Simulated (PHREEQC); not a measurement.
Consider water at 20 °C with 17 mmol/kgw Cu(NO3)2, 0.061 mmol/kgw HNO3 and 0.74 mmol/kgw FeCl3. Closed to the air; pH follows from the charge balance.

Model: ion-association model, wateq4f.dat, run in PHREEQC.

```json
{
  "pH": "3.17",
  "ionic_strength": "0.0542 mol/kgw",
  "total_alkalinity": "-1.54 meq/kg"
}
```

| species | molality | activity | log γ |
|---|---|---|---|
| NO3- | 0.0341 | 0.0273 | -0.096 |
| Cu+2 | 0.0170 | 0.00806 | -0.323 |
| Cl- | 0.00218 | 0.00176 | -0.092 |
| H+ | 0.000784 | 0.000668 | -0.070 |
| FeOH+2 | 0.000438 | 0.000199 | -0.341 |
| Fe+3 | 0.000118 | 2.79e-5 | -0.628 |
| Fe(OH)2+ | 9.88e-5 | 8.15e-5 | -0.083 |
| CuCl+ | 3.67e-5 | 2.98e-5 | -0.090 |
| Fe2(OH)2+4 | 3.30e-5 | 1.32e-6 | -1.397 |
| Fe3(OH)4+5 | 5.49e-6 | 3.60e-8 | -2.183 |
| FeCl+2 | 2.77e-6 | 1.26e-6 | -0.341 |
| CuOH+ | 1.48e-7 | 1.21e-7 | -0.090 |
| CuCl2 | 2.64e-8 | 2.67e-8 | 0.005 |
| FeCl2+ | 1.43e-8 | 1.17e-8 | -0.087 |

This is a speciation only: nothing precipitates in the calculation. The solution is supersaturated, for example in Fe(OH)3(a), Hematite (slow to form), so a real one may precipitate; this is no full list. Species that the database lacks are ignored.
